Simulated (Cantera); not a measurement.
Input: 1 mol Pb, 0.19 mol O₂, 1.8 mol N₂, held at 3.60 mbar.

Equilibrium computed with Cantera from the NASA thermochemical tables; the gas is ideal and each condensed phase is pure. Candidate condensed phases: Pb, PbO, PbO₂, Pb₃O₄; 12 gas species. Gases not in the tables: (PbO)n polymers. Equilibrium is a limit: real reactors are often held back by kinetics, nucleation or transport. All values below are at 1125 °C.

Base state: N₂ 0.642, Pb 0.222, PbO 0.134, O₂ 0.000566, NO 3.36e-5 (mole fractions); condensed: gas only.

Task: What changes in the equilibrium state with this change: O₂ from 0.19 to 0.04 mol?

Result: 
```tsv
species	before	after
N₂	0.642	0.643
Pb	0.222	0.329
PbO	0.134	0.0285
O₂	0.000566	1.17e-5
NO	3.36e-5	4.83e-6
```
